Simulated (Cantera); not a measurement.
## Adiabatic ignition

An adiabatic, constant-volume homogeneous reactor starts with 20.2 % H₂, 21.1 % O₂, 58.7 % N₂, at 1375 K and 12000 Torr.

Computed with Cantera and the H2/O2 subset of GRI-Mech 3.0, which has no nitrogen chemistry. The hydrogen kinetics of GRI-Mech 3.0 are dated; newer H2 mechanisms differ, most at raised pressure. The pressure lies above the range GRI-Mech 3.0 was tuned for (to about 10 atm).

```tsv
t (s)	T (K)	P (bar)	x H₂	x O₂	x O	x H₂O	x H
2.00e-6	1632	18.7	0.159	0.189	0.00296	0.0397	0.00885
8.53e-6	2915	30.8	0.00370	0.114	0.00513	0.207	0.00133
3.64e-5	2915	30.8	0.00370	0.114	0.00513	0.207	0.00133
0.000155	2915	30.8	0.00370	0.114	0.00513	0.207	0.00133
0.000663	2915	30.8	0.00370	0.114	0.00513	0.207	0.00133
0.00283	2915	30.8	0.00370	0.114	0.00513	0.207	0.00133
0.0121	2915	30.8	0.00370	0.114	0.00513	0.207	0.00133
0.0515	2915	30.8	0.00370	0.114	0.00513	0.207	0.00133
0.220	2915	30.8	0.00370	0.114	0.00513	0.207	0.00133
0.937	2915	30.8	0.00370	0.114	0.00513	0.207	0.00133
4.00	2915	30.8	0.00370	0.114	0.00513	0.207	0.00133
```
x: mole fraction; the columns are a selection and need not sum to one.

| Quantity | Value |
|---|---|
| time of steepest temperature rise | 2.08 µs |
| temperature at 4.00 s | 2915 K |
| equilibrium temperature | 2915 K |
| x(H₂) at 4.00 s | 0.00370 (gas-phase equilibrium 0.00370) |
| x(O₂) at 4.00 s | 0.114 (gas-phase equilibrium 0.114) |
| x(O) at 4.00 s | 0.00513 (gas-phase equilibrium 0.00513) |
